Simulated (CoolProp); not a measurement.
Model: reference Helmholtz-energy equation of state, Outcalt 1996, in CoolProp. It is a modified Benedict-Webb-Rubin equation, recast in Helmholtz form.

**Question.** Give the vapour pressure (MPa), enthalpy of vaporisation (kJ/kg), vapour Z, surface tension (mN/m) of saturated R152A at -29.95, -9.15 °C.

**Answer.** 
```csv
T (°C),p (MPa),enthalpy of vaporisation (kJ/kg),vapour Z,surface tension (mN/m)
-29.95,0.0774,335,0.964,17.4
-9.15,0.188,316,0.935,14.4
```

Surface tension comes from a separate correlation (Mulero 2012).
